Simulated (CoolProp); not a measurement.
The numbers come from the reference Helmholtz-energy equation of state, Lemmon 2006 in CoolProp. It is a short technical equation, of lower accuracy than the large ones.

Give the vapour pressure (bar), vapour Z, surface tension (mN/m), liquid conductivity (mW/(m K)) of saturated C3F8 (R218) at -57.95, -30.35 °C.


| T (°C) | p (bar) | vapour Z | surface tension (mN/m) | liquid conductivity (mW/(m K)) |
|---|---|---|---|---|
| -57.95 | 0.348 | 0.974 | 13.1 | 67.6 |
| -30.35 | 1.34 | 0.936 | 9.75 | 60.3 |

Thermal conductivity comes from a separate model (Huber 2003), an estimate that may be off by 10 % or more. Surface tension comes from a separate correlation (Mulero 2012).
